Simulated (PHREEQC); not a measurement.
A solution holds 0.00126 mol NaHSO4 and 0.04 mol Na2SO4 per kg of water, at 25 °C. Closed to the air; pH follows from the charge balance.

The numbers come from PHREEQC with the ion-association model, wateq4f.dat.

No solid was allowed to form.

Order these S species by the share of S that they hold, largest first: NaSO4-, SO4-2, HSO4-.

SO4-2 (86 %), NaSO4- (12 %), HSO4- (1.7 %)

The pH is 3.35 and the ionic strength 0.113 mol/kgw.
